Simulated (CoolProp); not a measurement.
R152A along the isobar 1580 kPa: Z from the reference equation and from simpler models built on Tc = 386.4 K, pc = 4517 kPa, ω = 0.275; each cubic takes its own stable root.

Computed with CoolProp (reference Helmholtz-energy equation of state, Outcalt 1996). It is a modified Benedict-Webb-Rubin equation, recast in Helmholtz form.

```json
[
 {"T (K)": "354.3", "phase": "gas", "reference": "0.7949", "van der Waals": "0.8535", "Soave-Redlich-Kwong": "0.8165"},
 {"T (K)": "368.9", "phase": "gas", "reference": "0.8282", "van der Waals": "0.8694", "Soave-Redlich-Kwong": "0.8439"},
 {"T (K)": "383.4", "phase": "gas", "reference": "0.8538", "van der Waals": "0.8827", "Soave-Redlich-Kwong": "0.8659"},
 {"T (K)": "398", "phase": "gas", "reference": "0.8744", "van der Waals": "0.8943", "Soave-Redlich-Kwong": "0.8843"},
 {"T (K)": "412.6", "phase": "gas", "reference": "0.8912", "van der Waals": "0.9043", "Soave-Redlich-Kwong": "0.8996"},
 {"T (K)": "427.1", "phase": "gas", "reference": "0.9050", "van der Waals": "0.9130", "Soave-Redlich-Kwong": "0.9125"},
 {"T (K)": "441.7", "phase": "gas", "reference": "0.9168", "van der Waals": "0.9207", "Soave-Redlich-Kwong": "0.9236"},
 {"T (K)": "456.3", "phase": "gas", "reference": "0.9268", "van der Waals": "0.9275", "Soave-Redlich-Kwong": "0.9332"},
 {"T (K)": "470.9", "phase": "gas", "reference": "0.9354", "van der Waals": "0.9335", "Soave-Redlich-Kwong": "0.9415"},
 {"T (K)": "485.4", "phase": "gas", "reference": "0.9429", "van der Waals": "0.9389", "Soave-Redlich-Kwong": "0.9487"},
 {"T (K)": "500", "phase": "gas", "reference": "0.9494", "van der Waals": "0.9437", "Soave-Redlich-Kwong": "0.9551"}
]
```
